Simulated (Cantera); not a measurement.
Cantera with NASA thermochemical tables; ideal gases at 1 bar, condensed phases pure. Values are per mole of reaction as written; species without (g) are pure solids or liquids, kept so even where they would boil at 1 bar.

Mg + O(g) → MgO, with ΔH° = -850.4 kJ and ΔS° = -166.7 J/K at 300 K.

How far is the shortcut ΔG° ≈ ΔH°(300 K) − T·ΔS°(300 K) from the full temperature-dependent value at 1050, 1100, 1150, 1200, 1250, 1300, 1350 K?


```
T (K)  shortcut (kJ)  full (kJ)  difference (kJ)  difference in log10 K  condensed phases
-----  -------------  ---------  ---------------  ---------------------  ----------------
1050          -675.4     -671.7             -3.6                   0.18     Mg(l), MgO(s)
1100          -667.1     -662.7             -4.3                   0.21     Mg(l), MgO(s)
1150          -658.7     -653.7             -5.0                   0.23     Mg(l), MgO(s)
1200          -650.4     -644.6             -5.7                   0.25     Mg(l), MgO(s)
1250          -642.0     -635.6             -6.5                   0.27     Mg(l), MgO(s)
1300          -633.7     -626.5             -7.2                   0.29     Mg(l), MgO(s)
1350          -625.4     -617.5             -7.9                   0.31     Mg(l), MgO(s)
```
The shortcut ignores heat capacities and the phase changes listed.
